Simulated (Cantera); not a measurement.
# Equilibrium for chemical vapour transport: B + Cl2 + H2

Input: 1 mol B, 0.65 mol Cl2, 4.8 mol H2, held at 0.100 bar.

These are equilibrium values from Cantera (NASA tables, ideal gas, pure condensed phases), not measurements of a reactor. Candidate condensed phases: B; 13 gas species. The tables' values for BCl, BCl2, BH2 are old estimates; treat these amounts as uncertain. Gases not in the tables: BHCl2. Kinetics and transport are ignored.

From 723 K to 1698 K the condensed part is B(s). The main B-bearing gas is BCl3 throughout. The share of B in condensed phases is highest at 1698 K (95.6 %) and lowest at 723 K (58.8 %).

| T (K) | log p H2 | log p HCl | log p BCl3 | log p BCl | log p BCl2 | log p H | log p Cl | log p BH2 | n B(s) |
|---|---|---|---|---|---|---|---|---|---|
| 723 | -1.04 | -2.90 | -2.11 | <-13 | -11.03 | <-13 | <-13 | <-13 | 0.588 |
| 798 | -1.04 | -2.64 | -2.13 | -12.88 | -9.77 | -12.10 | <-13 | -12.04 | 0.607 |
| 873 | -1.05 | -2.42 | -2.16 | -11.35 | -8.73 | -10.85 | -12.23 | -10.94 | 0.633 |
| 948 | -1.06 | -2.25 | -2.20 | -10.06 | -7.87 | -9.81 | -11.02 | -10.02 | 0.666 |
| 1023 | -1.06 | -2.11 | -2.25 | -8.98 | -7.15 | -8.91 | -10.00 | -9.23 | 0.704 |
| 1098 | -1.07 | -2.00 | -2.32 | -8.05 | -6.54 | -8.14 | -9.11 | -8.56 | 0.746 |
| 1173 | -1.08 | -1.91 | -2.40 | -7.25 | -6.02 | -7.47 | -8.35 | -7.97 | 0.788 |
| 1248 | -1.09 | -1.83 | -2.50 | -6.55 | -5.59 | -6.87 | -7.69 | -7.46 | 0.829 |
| 1323 | -1.09 | -1.78 | -2.60 | -5.94 | -5.22 | -6.35 | -7.11 | -7.00 | 0.865 |
| 1398 | -1.10 | -1.74 | -2.72 | -5.41 | -4.90 | -5.87 | -6.60 | -6.60 | 0.896 |
| 1473 | -1.10 | -1.71 | -2.85 | -4.93 | -4.64 | -5.45 | -6.14 | -6.23 | 0.921 |
| 1548 | -1.11 | -1.68 | -2.98 | -4.52 | -4.41 | -5.07 | -5.74 | -5.90 | 0.939 |
| 1623 | -1.11 | -1.67 | -3.12 | -4.14 | -4.21 | -4.72 | -5.38 | -5.60 | 0.951 |
| 1698 | -1.11 | -1.66 | -3.26 | -3.81 | -4.04 | -4.40 | -5.05 | -5.33 | 0.956 |
log p: log10 of the partial pressure in bar; n: condensed amount in mol.
